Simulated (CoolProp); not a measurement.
Vapour-liquid equilibrium of CH2F2 (R32) (1) + propylene (2) at 309.9 K; x and y are mole fractions of (1).

Values from CoolProp's multi-fluid Helmholtz-energy mixture model, Tillner-Roth 1997 and Lemmon 2013; pair parameters Bell 2016.

Give the bubble pressure and the first vapour's composition at x = 0.05, 0.15, 0.35. Is there an azeotrope?

x = 0.05: 17.09 bar, y = 0.119; x = 0.15: 19.99 bar, y = 0.279; x = 0.35: 23.75 bar, y = 0.470. y crosses x between x = 0.65 and 0.75: the model has an azeotrope there.

The pair parameters rest on a limited set of measurements; away from them the model extrapolates.
